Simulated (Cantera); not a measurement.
Charge: 1 mol TEOS, 0.23 mol CO2, held at 1150 K and 13300 Pa.

Cantera equilibrium calculation (NASA polynomials, part measured and part estimated; ideal gas, pure solids and liquids). Candidate condensed phases: C, C6H6, C7H8, C8H18, H2O, Si, SiC, SiO2; 123 gas species. The feed counts by its element totals alone. The tables hold silica as quartz up to 1696 K and as liquid above; real silica turns to tridymite and cristobalite and melts near 1996 K. Rates play no part.

Base state: H2 0.800, CO 0.197, CH4 0.00200, H2O 0.000984, CO2 0.000203 (mole fractions); condensed: C(graphite) + SiO2(β-quartz).

Question: What changes in the equilibrium state with this change: temperature from 1150 K to 1898 K?

Answer: 
| species | before | after |
|---|---|---|
| H2 | 0.800 | 0.690 |
| CO | 0.197 | 0.306 |
| SiO | <1e-9 | 0.00222 |
| H | 1.83e-7 | 0.00178 |
| C2H2 (acetylene) | 3.09e-8 | 0.000260 |
| CO2 | 0.000203 | 5.35e-7 |
| C(graphite), mol | 5.76 | 2.83 |
| SiO2(β-quartz), mol | 1.00 | 0 |
| SiC(s), mol | 0 | 0.968 |
